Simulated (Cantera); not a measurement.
**Silicon nitride deposition: SiHCl3 + NH3 + H2**

Input: 1 mol SiHCl3, 43 mol NH3, 12 mol H2, held at 36.8 Torr.

Equilibrium computed with Cantera from the NASA thermochemical tables; the gas is ideal and each condensed phase is pure. Candidate condensed phases: NH4Cl, Si, Si3N4; 28 gas species. The tables' values for SiCl, SiN are old estimates; treat these amounts as uncertain. Gases not in the tables: Si2H6 and higher silanes. Rates play no part.

| T (K) | x H2 | x N2 | x HCl | x H | x SiCl2 | x Si | x SiCl | x Cl | n Si3N4(s) | n Si(l) |
|---|---|---|---|---|---|---|---|---|---|---|
| 1623 | 0.760 | 0.210 | 0.0292 | 0.000272 | 0.000481 | 3.92e-7 | 8.05e-7 | 8.24e-6 | 0.317 | 0 |
| 1673 | 0.760 | 0.210 | 0.0285 | 0.000449 | 0.000812 | 1.80e-6 | 2.53e-6 | 1.31e-5 | 0.306 | 0 |
| 1723 | 0.760 | 0.210 | 0.0275 | 0.000718 | 0.00129 | 7.52e-6 | 7.33e-6 | 2.01e-5 | 0.289 | 0 |
| 1773 | 0.760 | 0.211 | 0.0262 | 0.00112 | 0.00194 | 2.90e-5 | 1.97e-5 | 2.97e-5 | 0.266 | 0 |
| 1823 | 0.756 | 0.215 | 0.0249 | 0.00170 | 0.00246 | 9.02e-5 | 4.33e-5 | 4.28e-5 | 0 | 0.733 |
| 1873 | 0.755 | 0.215 | 0.0251 | 0.00253 | 0.00234 | 0.000180 | 6.58e-5 | 6.39e-5 | 0 | 0.730 |
| 1923 | 0.754 | 0.214 | 0.0253 | 0.00369 | 0.00223 | 0.000346 | 9.75e-5 | 9.32e-5 | 0 | 0.716 |
| 1973 | 0.752 | 0.214 | 0.0254 | 0.00529 | 0.00212 | 0.000644 | 0.000141 | 0.000133 | 0 | 0.684 |
| 2023 | 0.749 | 0.214 | 0.0254 | 0.00743 | 0.00201 | 0.00116 | 0.000201 | 0.000187 | 0 | 0.623 |
| 2073 | 0.746 | 0.213 | 0.0254 | 0.0103 | 0.00191 | 0.00203 | 0.000280 | 0.000258 | 0 | 0.517 |
x: gas mole fraction; n: condensed amount in mol.

From 1623 K to 1773 K the condensed part is Si3N4(s). From 1823 K to 2073 K the condensed part is Si(l). The main Si-bearing gas is SiCl2 at 1623 K and Si at 2073 K. The share of Si in condensed phases is highest at 1623 K (95.1 %) and lowest at 2073 K (51.7 %).
